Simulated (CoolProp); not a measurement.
Vapour-liquid equilibrium of carbon dioxide (1) + CH2F2 (R32) (2) at 6.99 bar; x and y are mole fractions of (1).

Computed with CoolProp (multi-fluid Helmholtz-energy mixture model, Span 1996 and Tillner-Roth 1997; pair parameters Bell 2016).

| x | bubble temperature, mixture model (K) | bubble temperature, Raoult's law (K) | y, mixture model | y, Raoult's law |
|---|---|---|---|---|
| 0.05 | 263.9 | 263.7 | ___ | 0.193 |
| 0.15 | 255.9 | 255.7 | 0.422 | 0.457 |
| 0.25 | 249.3 | 249.3 | 0.592 | 0.624 |
| 0.35 | 243.9 | 244.0 | 0.708 | 0.736 |
| 0.45 | 239.4 | 239.6 | 0.790 | 0.815 |
| 0.55 | 235.6 | 235.8 | 0.850 | 0.871 |
| 0.65 | 232.4 | 232.5 | ___ | 0.914 |
| 0.75 | 229.6 | 229.7 | 0.932 | 0.946 |
| 0.85 | 227.1 | 227.1 | 0.962 | 0.971 |
| 0.95 | 224.8 | 224.8 | ___ | 0.991 |

Q: What belongs in the gaps?

A: 
- 0.05, y, mixture model: 0.168
- 0.65, y, mixture model: 0.896
- 0.95, y, mixture model: 0.988

The largest gap from Raoult's law is -0.2 K in bubble temperature, at x = 0.45. No azeotrope shows between x = 0.05 and 0.95.

The pair parameters rest on a limited set of measurements; away from them the model extrapolates. The gap from Raoult's law changes sign with composition, which may be real or a fault of the pair parameters; it wasn't checked against measurements.
